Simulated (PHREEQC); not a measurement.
Dissolve 0.18 mol/kgw CuSO4 and 0.014 mol/kgw H3BO3 at 25 °C. Closed to the air; pH follows from the charge balance.

Equilibrium calculation in PHREEQC: ion-association model, wateq4f.dat.

Each row changes one thing in this solution. No solid was allowed to form.

```csv
case,pH,ionic strength (mol/kgw)
as made,4.45,0.347
H3BO3 left out,4.45,0.347
0.017 mol/kgw HF added,2.87,0.350
CuSO4 replaced by CuCl2 at the same molality,4.15,0.470
temperature from 25 to 15 °C,…,…
0.051 mol/kgw HF added,2.47,…
CuSO4 left out,…,2.84e-6
0.14 mol/kgw TMAH added,6.69,…
```

Question: Some entries are withheld; supply them.

Answer: 
- temperature from 25 to 15 °C, pH: 4.56
- temperature from 25 to 15 °C, ionic strength (mol/kgw): 0.352
- 0.051 mol/kgw HF added, ionic strength (mol/kgw): 0.357
- CuSO4 left out, pH: 5.55
- 0.14 mol/kgw TMAH added, ionic strength (mol/kgw): 0.554

Some of these states are supersaturated (in Antlerite, Brochantite, Atacamite, for instance). Real BF4- forms and hydrolyses slowly; the run takes it at equilibrium.
